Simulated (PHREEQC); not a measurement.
Synthetic water in mg/L, 31 °C, pH 7.87, pe 11.6:

```tsv
constituent	mg/L
Na	119
K	53.8
Ca	41.8
Mg	23
Cl	162
S(6) as SO4	46.4
Alkalinity as HCO3	413
Pb	9.61
Ba	0.862
```

Valence states are taken as typed.

Computed with PHREEQC (ion-association model, phreeqc.dat).

The ionic strength comes out as 0.0133 mol/kgw. What activity coefficients do KSO4-, HCO3-, Mg+2, CO3-2, NaSO4- get?

KSO4- 0.89, HCO3- 0.89, Mg+2 0.64, CO3-2 0.64, NaSO4- 0.89.

No solid was allowed to form. The solution is supersaturated, for example in Cerussite, Pb(OH)2, so a real one may precipitate; this is no full list.
